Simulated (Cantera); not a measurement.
A freely propagating, adiabatic, planar premixed flame of H2 : O2 : N2 = 1 : 0.192 : 0.723 (molar parts), unburnt at 500 K and 0.660 bar; multicomponent+Soret transport, grid criteria slope 0.08 and curve 0.16, no radiation.

Cantera simulation using the H2/O2 subset of GRI-Mech 3.0, which has no nitrogen chemistry; the numbers are that mechanism's predictions, not measurements. Burning velocities carry a grid error of a few per cent, more on coarse grids.

x: mole fraction of selected species; z is measured from the peak of heat release.

```
z (mm)  T (K)  u (m/s)   x H2        x O2       x H         x O       x HO2    x H2O
------  -----  -------  -----  ----------  --------  ----------  ----------  -------
-2.25     500     5.51  0.522       0.100     <1e-8       <1e-8       <1e-8    <1e-8
-1.50     500     5.51  0.522       0.100     <1e-8       <1e-8       <1e-8    <1e-8
-1.12     500     5.51  0.522       0.100     <1e-8       <1e-8       <1e-8    <1e-8
-0.750    500     5.51  0.522       0.100   2.97e-8       <1e-8     6.80e-7  3.59e-7
-0.375    533     5.76  0.510       0.102  0.000255     1.31e-5    0.000211  0.00151
-0.187    765     8.03  0.476      0.0953   0.00770    0.000207    0.000114   0.0222
0        1134     11.7  0.396      0.0608    0.0429     0.00178     4.43e-5   0.0949
0.187    1377     14.2  0.320      0.0154    0.0762     0.00161     1.06e-5    0.182
0.375    1479     15.2  0.303  (withheld)    0.0799  (withheld)  (withheld)    0.208
0.750    1575     16.1  0.308    0.000179    0.0702    0.000345     1.15e-7    0.213
1.50     1676     17.1  0.318     8.06e-5    0.0563    0.000264     5.43e-8    0.215
3.00     1776     18.0  0.328     5.05e-5    0.0418    0.000172     3.54e-8    0.217
6.00     1860     18.7  0.336     2.72e-5    0.0292     9.44e-5     2.08e-8    0.219
```

**Question.** What belongs in the gaps?

**Answer.** 
- 0.375, x O2: 0.00240
- 0.375, x O: 0.000606
- 0.375, x HO2: 1.58e-6
